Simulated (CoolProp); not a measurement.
500 sccm (0 °C, 1 atm) of nitrogen bubbles through liquid octamethylcyclotetrasiloxane (D4) at 359.1 K and leaves saturated at a total pressure of 0.0969 MPa (ideal gas phase). Each further row changes one setting.

Values from CoolProp's reference Helmholtz-energy equation of state, Thol 2015.

```tsv
case	vapour pressure (kPa)	mole fraction of vapour	delivery (mg/min)	delivery (sccm)	change of delivery for a bath 1 K warmer (%)
as stated	4.75	0.0491	341	25.8	4.9
bath temperature 364.1 K	5.95	0.0614	433	32.7	4.8
total pressure 0.194 MPa	4.75	0.0245	166	12.6	4.8
```
